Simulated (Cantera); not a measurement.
# Ignition delay

Mixture: CH₄ : H₂ : O₂ : N₂ : C₂H₆ = 1 : 0.064 : 1.56 : 5.88 : 0.15 (molar parts), equivalence ratio 1.6, at 1.00 bar, adiabatic and at constant volume. Ignition delay is the time to a rise of 400 K.

Detailed kinetics in Cantera: GRI-Mech 3.0 (53 species, 325 reactions).

| T0 (K) | delay (ms) |
|---|---|
| 1275 | 1.39 |
| 1350 | 0.690 |
| 1425 | 0.357 |
| 1500 | 0.192 |
| 1575 | 0.108 |
| 1650 | 0.0640 |
| 1725 | 0.0404 |
| 1800 | 0.0271 |
| 1875 | 0.0191 |

The apparent activation energy between 1725 and 1875 K is 130 kJ/mol.
